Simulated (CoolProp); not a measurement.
Saturation properties of nitrous oxide.

Model: reference Helmholtz-energy equation of state, Lemmon 2006, in CoolProp. It is a short technical equation, of lower accuracy than the large ones.

```csv
T (°C),p (MPa),liquid density (kg/m³),enthalpy of vaporisation (kJ/kg),liquid cp (kJ/(kg K)),vapour Z
-38.45,0.9914,1069,308.6,1.852,0.8701
-35.45,1.099,1058,303.8,1.869,0.8605
-32.45,1.216,1047,298.8,1.887,0.8505
-29.45,1.341,1036,293.7,[?],0.8401
-26.45,1.475,1024,[?],1.929,0.8292
-23.55,1.614,1013,283.2,1.953,0.8182
-20.55,1.768,1000,277.6,1.979,0.8064
-17.55,1.932,987.9,271.8,2.009,0.7941
-14.55,2.107,975.1,265.7,2.042,0.7813
-11.55,2.293,961.9,259.5,[?],0.7679
-8.55,2.490,948.3,252.9,2.120,0.7539
-5.55,2.700,934.3,246.1,2.167,0.7393
-2.55,2.923,919.8,239.0,2.221,0.7240
0.45,3.158,904.8,231.5,2.283,0.7079
3.35,3.399,889.6,[?],2.353,0.6917
```

Fill in the missing entries.


- -29.45, liquid cp (kJ/(kg K)): 1.907
- -26.45, enthalpy of vaporisation (kJ/kg): 288.5
- -11.55, liquid cp (kJ/(kg K)): 2.079
- 3.35, enthalpy of vaporisation (kJ/kg): 223.9

It boils at -88.5 °C under 1 atm.
